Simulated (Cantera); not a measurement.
Cantera run, input and output.

```python
import numpy as np
import cantera as ct

gas = ct.Solution("gri30.yaml")
gas.TPX = 2073, 320000, {'CH4': 1, 'CO2': 0.81}
inlet = ct.Reservoir(gas, clone=True)

reactor = ct.IdealGasConstPressureReactor(gas, energy="off", clone=False)
exhaust = ct.Reservoir(gas, clone=True)
tau = [0.96, 0.23, 0.058, 0.014, 0.0035, 0.00085, 0.00021][0]
for a, b in ((inlet, reactor), (reactor, exhaust)):
    ct.MassFlowController(a, b, mdot=lambda t: reactor.mass / tau)
net = ct.ReactorNet([reactor])
show = ['CH4', 'CO2', 'OH', 'H2O', 'H2']

rows = []
print(f"{'tau/s':>10s}{'T/K':>9s}" + "".join(f"{s:>11s}" for s in show))
for tau in [0.96, 0.23, 0.058, 0.014, 0.0035, 0.00085, 0.00021]:
    net.initial_time = 0.0
    net.advance(30 * tau)
    before = gas.X
    net.advance(40 * tau)
    drift = np.max(np.abs(gas.X - before) / (gas.X + 1e-9))
    rows.append([gas.T, *gas[show].X, drift])
    print(f"{tau:10.3e}{gas.T:9.1f}" + "".join(f"{x:11.3e}" for x in gas[show].X))
```

Result:

```
     tau/s      T/K        CH4        CO2         OH        H2O         H2
 9.600e-01   2073.0  3.254e-03  8.549e-04  1.075e-06  4.598e-03  5.176e-01
 2.300e-01   2073.0  5.490e-03  2.802e-03  3.492e-06  1.477e-02  5.055e-01
 5.800e-02   2073.0  9.742e-03  7.331e-03  8.923e-06  3.684e-02  4.798e-01
 1.400e-02   2073.0  1.765e-02  1.708e-02  1.938e-05  7.645e-02  4.335e-01
 3.500e-03   2073.0  3.132e-02  3.670e-02  3.409e-05  1.261e-01  3.717e-01
 8.500e-04   2073.0  5.918e-02  8.320e-02  4.523e-05  1.572e-01  3.142e-01
 2.100e-04   2073.0  1.226e-01  1.835e-01  3.694e-05  1.197e-01  2.882e-01
```

Model: GRI-Mech 3.0 (53 species, 325 reactions), integrated in Cantera.
